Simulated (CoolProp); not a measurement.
The numbers come from the reference Helmholtz-energy equation of state, de Reuck 1993 in CoolProp.

Question: For methanol, give the phase and the Z, cp (kJ/(kg K)), cv (kJ/(kg K)), viscosity (µPa s) at 519.5 K and 41.1 MPa; 599.9 K and 41.1 MPa.

Answer: 
- 519.5 K and 41.1 MPa: supercritical; Z 0.507, cp 4.40, cv 3.17, viscosity 98.1
- 599.9 K and 41.1 MPa: supercritical; Z 0.565, cp 5.12, cv 3.31, viscosity 60.4

Viscosity comes from a separate model (Xiang 2006).
